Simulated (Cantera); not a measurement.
Ammonia decomposition in nitride growth gas

An isothermal, constant-pressure homogeneous reactor starts with 82.6 % NH3, 17.4 % N2, at 1423 K and 27000 Pa.

Computed with Cantera and the gas-phase N/H chemistry of the illustrative SiF4/NH3 mechanism in the Surface Chemkin manual (1991). Walls and surfaces, which speed up NH3 decomposition in real reactors, are not modelled.

```
t (s)     x NH3    x NH2      x H2      x NH       x H    x N2H2
--------  -----  -------  --------  --------  --------  --------
4.00e-5   0.826  2.54e-8   1.26e-8    <1e-12  2.85e-10    <1e-12
0.000180  0.826  1.15e-7   5.75e-8    <1e-12  2.85e-10    <1e-12
0.000808  0.826  5.19e-7   2.60e-7  1.26e-11  2.85e-10  5.31e-11
0.00363   0.826  2.33e-6   1.19e-6  3.33e-10  2.96e-10   1.92e-9
0.0163    0.826  1.03e-5   7.31e-6   5.92e-9  5.55e-10   4.35e-8
0.0734    0.826  2.64e-5  0.000123   3.03e-8   3.71e-9   2.90e-7
0.330     0.825  2.70e-5  0.000882   3.23e-8   1.59e-8   3.04e-7
1.48      0.821  2.68e-5   0.00428   3.44e-8   6.95e-8   3.01e-7
6.67      0.803  2.60e-5    0.0191   3.91e-8   3.01e-7   2.84e-7
30.0      0.733  2.35e-5    0.0771   4.08e-8   1.20e-6   2.23e-7
```
x: mole fraction; the columns are a selection and need not sum to one.

Equilibrium at this temperature and pressure: NH3 6.66e-6, NH2 2.15e-10, H2 0.679, NH <1e-12, H 1.06e-5, N2H2 <1e-12 (gas phase only).
